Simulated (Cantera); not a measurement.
A perfectly stirred reactor is fed with H2 : O2 : N2 : NO = 1 : 0.806 : 3.03 : 0.0055 (molar parts), at 578 Torr; it is adiabatic with a 748 K inlet, and is followed from long to short residence time, starting on the burning branch (τ in s: 0.049, 0.019, 0.0072, 0.0027, 0.0011, 0.0004, 0.00015, 5.9e-05, 2.3e-05).

Cantera simulation using GRI-Mech 3.0 (53 species, 325 reactions); the numbers are that mechanism's predictions, not measurements. The mechanism lacks 2 NO + O2 → 2 NO2 and HONO, so NO2 and the effect of NO are under-described below about 1400 K.

x: mole fraction; the columns are a selection and need not sum to one.

```json
[
 {"τ (s)": "0.049", "T (K)": "2210", "x H2": "0.00158", "x O2": "0.0682", "x NO": "0.00234", "x N2": "0.695", "x H2O2": "1.78e-7"},
 {"τ (s)": "0.019", "T (K)": "2201", "x H2": "0.00207", "x O2": "0.0683", "x NO": "0.00182", "x N2": "0.695", "x H2O2": "1.76e-7"},
 {"τ (s)": "0.0072", "T (K)": "2178", "x H2": "0.00321", "x O2": "0.0682", "x NO": "0.00155", "x N2": "0.694", "x H2O2": "1.86e-7"},
 {"τ (s)": "0.0027", "T (K)": "2132", "x H2": "(withheld)", "x O2": "0.0681", "x NO": "0.00140", "x N2": "0.691", "x H2O2": "(withheld)"},
 {"τ (s)": "0.0011", "T (K)": "2062", "x H2": "0.00866", "x O2": "0.0683", "x NO": "0.00133", "x N2": "0.688", "x H2O2": "3.02e-7"},
 {"τ (s)": "0.00040", "T (K)": "1944", "x H2": "(withheld)", "x O2": "0.0694", "x NO": "0.00128", "x N2": "0.681", "x H2O2": "(withheld)"},
 {"τ (s)": "0.00015", "T (K)": "1792", "x H2": "0.0188", "x O2": "0.0718", "x NO": "0.00125", "x N2": "0.673", "x H2O2": "8.97e-7"},
 {"τ (s)": "5.9e-5", "T (K)": "1622", "x H2": "0.0251", "x O2": "0.0764", "x NO": "0.00123", "x N2": "0.664", "x H2O2": "1.91e-6"},
 {"τ (s)": "2.3e-5", "T (K)": "1424", "x H2": "0.0417", "x O2": "0.0879", "x NO": "0.00119", "x N2": "0.654", "x H2O2": "4.25e-6"}
]
```

Q: Fill in the missing entries.

A: 
- 0.0027, x H2: 0.00544
- 0.0027, x H2O2: 2.25e-7
- 0.00040, x H2: 0.0135
- 0.00040, x H2O2: 4.79e-7
